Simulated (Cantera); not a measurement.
Charge: 1 mol Si2H6, 0.05 mol Cl2, 15 mol N2, equilibrated at 1748 K and 1500 Pa.

Equilibrium computed with Cantera from the NASA thermochemical tables; the gas is ideal and each condensed phase is pure. Candidate condensed phases: NH4Cl, Si, Si3N4; 28 gas species. The feed counts by its element totals alone. Rates play no part.

Base state: N2 0.817, H2 0.176, HCl 0.00545, H 0.000783, SiCl2 0.000251, Si 4.34e-5, Cl 1.87e-5 (mole fractions); condensed: Si3N4(s).

What changes in the equilibrium state with this change: Cl2 from 0.05 to 0.27 mol?


```tsv
species	before	after
N2	0.817	0.807
H2	0.176	0.165
HCl	0.00545	0.0224
SiCl2	0.000251	0.00459
SiCl3	2.55e-7	1.98e-5
SiCl	8.21e-6	3.52e-5
Si3N4(s), mol	0.665	0.640
```
The tables' values for SiCl, SiCl3 are old estimates; treat these amounts as uncertain.

What changes in the equilibrium state with this change: N2 from 15 to 3.1 mol?


| species | before | after |
|---|---|---|
| H2 | 0.176 | 0.612 |
| N2 | 0.817 | 0.367 |
| HCl | 0.00545 | 0.0180 |
| SiCl2 | 0.000251 | 0.00134 |
| SiCl | 8.21e-6 | 2.48e-5 |
| H | 0.000783 | 0.00146 |
| Cl | 1.87e-5 | 3.31e-5 |
| Si | 4.34e-5 | 7.41e-5 |
| Si3N4(s), mol | 0.665 | 0.664 |
The tables' values for SiCl are old estimates; treat these amounts as uncertain.

What changes in the equilibrium state with this change: Cl2 from 0.05 to 0.23 mol?


```tsv
species	before	after
N2	0.817	0.809
H2	0.176	0.167
HCl	0.00545	0.0199
SiCl2	0.000251	0.00356
SiCl3	2.55e-7	1.36e-5
SiCl	8.21e-6	3.10e-5
Cl	1.87e-5	7.01e-5
H	0.000783	0.000762
Si3N4(s), mol	0.665	0.646
```
The tables' values for SiCl, SiCl3 are old estimates; treat these amounts as uncertain.
